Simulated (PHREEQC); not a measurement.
1 kg of water holding 0.42 mol/kgw Na2SO4, 0.0066 mol/kgw Na2CO3, 0.015 mol/kgw NaCl and 0.018 mol/kgw NaOH is evaporated at 25 °C; the solids stay in contact with the brine. No CO2 enters from the air. The run lets Burkeite, Halite, Mirabilite, Nahcolite, Natron, Thenardite, Trona precipitate or redissolve, and no other solid.

Equilibrium calculation in PHREEQC: Pitzer model, pitzer.dat.

Task: Predict ionic strength, water activity at water left (kg) = 0.2533, 0.05862, 0.01239, 0.01099.

Result: 
```
water left (kg)  ionic strength  water activity
---------------  --------------  --------------
0.2533                     5.18           0.940
0.05862                    6.21           0.916
0.01239                    9.45           0.805
0.01099                    9.40           0.795
```

Species that the database lacks are ignored.
